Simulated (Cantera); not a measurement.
Charge: 1 mol SiH₄, 1.3 mol NH₃, equilibrated at 1748.15 K and 550 Pa.

Cantera equilibrium calculation (NASA polynomials, part measured and part estimated; ideal gas, pure solids and liquids). Candidate condensed phases: Si, Si₃N₄; 18 gas species. Gases not in the tables: Si₂H₆ and higher silanes. The numbers say what is thermodynamically allowed, not how fast it happens.

Base state: H₂ 0.856, N₂ 0.141, H 0.00285, Si 0.000265, SiH 2.42e-5, SiH₂ 1.76e-5 (mole fractions); condensed: Si(l).

What changes in the equilibrium state with this change: temperature from 1748.15 K to 1673.15 K?


```json
[
 {"species": "H₂", "before": "0.856", "after": "0.857"},
 {"species": "N₂", "before": "0.141", "after": "0.141"},
 {"species": "H", "before": "0.00285", "after": "0.00142"},
 {"species": "Si", "before": "0.000265", "after": "7.62e-5"},
 {"species": "SiH", "before": "2.42e-5", "after": "8.84e-6"},
 {"species": "SiH₂", "before": "1.76e-5", "after": "9.46e-6"},
 {"species": "Si(l), mol", "before": "0.998", "after": "0"},
 {"species": "Si(s), mol", "before": "0", "after": "1.000"}
]
```

What changes in the equilibrium state with this change: temperature from 1748.15 K to 1900 K?


```
species       before     after
----------  --------  --------
H₂             0.856     0.847
N₂             0.141     0.140
H            0.00285   0.00985
Si          0.000265   0.00229
Si₂          1.36e-6   1.84e-5
SiH          2.42e-5  0.000136
SiN          3.83e-6   2.13e-5
Si(l), mol     0.998     0.988
```
The tables' values for SiN are old estimates; treat these amounts as uncertain.
